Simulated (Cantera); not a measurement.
Input (Python, Cantera) and output of one run.

```python
import numpy as np
import cantera as ct

gas_names = """
    C CN CO CO2 C2 CCN CNC C2N2 C2O C3 C3O2 C4 C4N2 C5 Fe FeC5O5 FeO N NCO NO NO2 NO3 N2 N2O O O2 O3
""".split()
cond_names = """
    C(gr) Fe(a) Fe(c) Fe(d) Fe(L) FeC5O5(L) FeO(s) FeO(L) Fe2O3(s) Fe3O4(s)
""".split()


# ... load() reads the species with a 1 bar reference pressure and builds the phases ...
atoms = {
    'Fe': {'Fe': 1},
    'CO2': {'C': 1, 'O': 2},
    'N2': {'N': 2},
}
top_T = {'C(gr)': 4500, 'Fe2O3(s)': 1830, 'Fe3O4(s)': 1870}  # K; cautious upper limits of use, not melting points


# ... equilibrate(T, P, feed) seeds the gas with the atoms and calls Mixture.equilibrate('TP', solver="vcs", rtol=1e-11, max_steps=5000) ...
results = []
T = 1298  # K
P = 1333.22  # Pa
for m in [0.24, 0.76, 1.3, 1.8, 2.3, 2.8, 3.3, 3.9, 4.4, 4.9, 5.4, 5.9]:
    feed = {'Fe': 1, 'CO2': m, 'N2': 52}  # mol
    mix = equilibrate(T, P, feed)
    results.append((T, P, feed, dict(zip(mix.species_names, mix.species_moles))))

top = {s: max(r[3][s] / sum(r[3][g] for g in gas_names) for r in results) for s in gas_names}
cols = sorted((s for s in top if top[s] > 0.001), key=lambda s: -top[s])[:8]
seen = [c for c in cond_names if any(r[3].get(c, 0) > 1e-12 for r in results)]
print("log10 of partial pressures in bar; condensed amounts in mol")
print(f"{'n(CO2)':>10s}" + "".join(f"{s[:9]:>10s}" for s in cols + seen))
for T, P, feed, n in results:
    ng = sum(n[g] for g in gas_names)
    print(f"{feed['CO2']:10.4g}" + "".join(f"{np.log10(max(n[s] / ng * P / 1e5, 1e-99)):10.3f}" for s in cols)
          + "".join(f"{n.get(c, 0):10.4g}" for c in seen))
```

It prints:

```
log10 of partial pressures in bar; condensed amounts in mol
    n(CO2)        N2       CO2        CO     Fe(c)    FeO(s)
      0.24    -1.877    -5.017    -4.287    0.7977    0.2023
      0.76    -1.881    -4.521    -3.791    0.3593    0.6407
       1.3    -1.886    -4.125    -3.602         0         1
       1.8    -1.890    -3.703    -3.606         0         1
       2.3    -1.894    -3.496    -3.610         0         1
       2.8    -1.898    -3.359    -3.614         0         1
       3.3    -1.902    -3.256    -3.618         0         1
       3.9    -1.907    -3.160    -3.623         0         1
       4.4    -1.910    -3.095    -3.626         0         1
       4.9    -1.914    -3.039    -3.630         0         1
       5.4    -1.918    -2.991    -3.634         0         1
       5.9    -1.922    -2.948    -3.638         0         1
```

Equilibrium computed with Cantera from the NASA thermochemical tables; the gas is ideal and each condensed phase is pure. Mutual solubility and eutectic melting of coexisting phases are not modelled. The tables' stoichiometric FeO is somewhat more stable than real wüstite, so its field is too wide. FeO: taken at fixed stoichiometry.
